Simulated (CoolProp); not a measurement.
Properties of R124 along the isobar 16.3 bar (Tc = 122.3 °C, pc = 36.24 bar, ω = 0.288).

Values from CoolProp's reference Helmholtz-energy equation of state, de Vries 1995.

```json
[
 {"T (°C)": "-129.05", "phase": "liquid", "expansivity (1/kK)": "1.440", "Prandtl number": "54.0"},
 {"T (°C)": "-108.35", "phase": "liquid", "expansivity (1/kK)": "1.481", "Prandtl number": "23.2"},
 {"T (°C)": "-87.65", "phase": "liquid", "expansivity (1/kK)": "1.540", "Prandtl number": "13.5"},
 {"T (°C)": "-66.95", "phase": "liquid", "expansivity (1/kK)": "1.621", "Prandtl number": "9.28"},
 {"T (°C)": "-46.35", "phase": "liquid", "expansivity (1/kK)": "1.728", "Prandtl number": "7.10"},
 {"T (°C)": "-25.65", "phase": "liquid", "expansivity (1/kK)": "1.872", "Prandtl number": "5.78"},
 {"T (°C)": "-4.95", "phase": "liquid", "expansivity (1/kK)": "2.066", "Prandtl number": "4.91"},
 {"T (°C)": "15.65", "phase": "liquid", "expansivity (1/kK)": "2.338", "Prandtl number": "4.29"},
 {"T (°C)": "36.35", "phase": "liquid", "expansivity (1/kK)": "2.746", "Prandtl number": "3.83"},
 {"T (°C)": "57.05", "phase": "liquid", "expansivity (1/kK)": "3.434", "Prandtl number": "3.48"},
 {"T (°C)": "77.65", "phase": "liquid", "expansivity (1/kK)": "4.914", "Prandtl number": "3.23"},
 {"T (°C)": "98.35", "phase": "gas", "expansivity (1/kK)": "6.702", "Prandtl number": "0.825"},
 {"T (°C)": "119.05", "phase": "gas", "expansivity (1/kK)": "5.035", "Prandtl number": "0.764"},
 {"T (°C)": "139.75", "phase": "gas", "expansivity (1/kK)": "4.146", "Prandtl number": "0.731"},
 {"T (°C)": "160.35", "phase": "gas", "expansivity (1/kK)": "3.576", "Prandtl number": "0.708"}
]
```

Viscosity comes from a separate model (Bell 2016), an estimate that may be off by 10 % or more. Thermal conductivity comes from a separate model (Huber 2003), an estimate that may be off by 10 % or more.
